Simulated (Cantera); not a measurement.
# Gas activation for diamond growth

An isothermal, constant-pressure homogeneous reactor starts with 0.988 % CH4, 98.8 % H2, 0.247 % H2O, at 1950 K and 0.0600 bar.

Computed with Cantera and GRI-Mech 3.0 (53 species, 325 reactions). GRI-Mech 3.0 stops at C3 and has no aromatics, soot or wall deposition, so with more carbon than oxygen in the feed, carbon stays in small species such as C2H2 where larger ones or solid carbon would form.

```csv
t (s),x CH4,x H2,x C2H2,x C2H4,x CH2
0.000100,0.00986,0.988,2.65e-11,1.17e-9,6.90e-10
0.000345,0.00984,0.987,3.49e-9,3.85e-8,7.92e-9
0.00119,0.00975,0.987,5.53e-7,1.05e-6,9.03e-8
0.00412,0.00938,0.986,4.70e-5,8.54e-6,8.60e-7
0.0142,0.00752,0.985,0.000847,1.28e-5,2.66e-6
0.0492,0.00381,0.986,0.00280,5.13e-6,1.75e-6
0.170,0.00132,0.987,0.00408,2.63e-6,6.88e-7
0.587,0.000471,0.988,0.00439,2.38e-6,2.59e-7
2.03,0.000283,0.988,0.00413,2.21e-6,1.57e-7
7.00,0.000155,0.989,0.00373,1.98e-6,8.65e-8
```
x: mole fraction; the columns are a selection and need not sum to one.

Equilibrium at this temperature and pressure: CH4 7.34e-5, H2 0.989, C2H2 0.00361, C2H4 1.91e-6, CH2 4.10e-8 (gas phase only).
